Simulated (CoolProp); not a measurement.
Carbonyl sulfide along the isotherm 66.75 °C: Z from the reference equation and from simpler models built on Tc = 105.6 °C, pc = 6369 kPa, ω = 0.098; each cubic takes its own stable root.

Model: reference Helmholtz-energy equation of state, Lemmon 2006, in CoolProp. It is a short technical equation, of lower accuracy than the large ones.

| p (kPa) | phase | reference | Redlich-Kwong | Soave-Redlich-Kwong | Peng-Robinson |
|---|---|---|---|---|---|
| 1770 | gas | 0.8525 | 0.8559 | 0.8535 | 0.8422 |
| 3540 | liquid | 0.08862 | 0.1027 | 0.1006 | 0.08898 |
| 5310 | liquid | 0.1302 | 0.1480 | 0.1457 | 0.1291 |
| 7080 | liquid | 0.1707 | 0.1914 | 0.1889 | 0.1676 |
| 8850 | liquid | 0.2103 | 0.2334 | 0.2307 | 0.2050 |
| 10600 | liquid | 0.2487 | 0.2738 | 0.2710 | 0.2410 |
| 12400 | liquid | 0.2876 | 0.3145 | 0.3116 | 0.2772 |
| 14200 | liquid | 0.3260 | 0.3543 | 0.3514 | 0.3128 |
| 15900 | liquid | 0.3618 | 0.3913 | 0.3883 | 0.3459 |
